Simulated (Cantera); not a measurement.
## Silicon nitride deposition: SiHCl₃ + N₂

A closed system holds: 1 mol SiHCl₃, 0.38 mol N₂, at 2100 K and 0.000400 bar.

These are equilibrium values from Cantera (NASA tables, ideal gas, pure condensed phases), not measurements of a reactor. Candidate condensed phases: NH₄Cl, Si, Si₃N₄; 28 gas species. The tables' values for SiCl, SiCl₃, SiN are old estimates; treat these amounts as uncertain. Rates play no part.

- x(SiCl₂) = 0.326
- x(HCl) = 0.267
- x(Cl) = 0.163
- x(N₂) = 0.139
- x(H₂) = 0.0353
- x(H) = 0.0293
- x(Si) = 0.0252
- x(SiCl) = 0.0135
- x(SiCl₃) = 0.00152
- gas amount = 2.727 mol
- log10 activity of Si(l) (absent) = -1.12
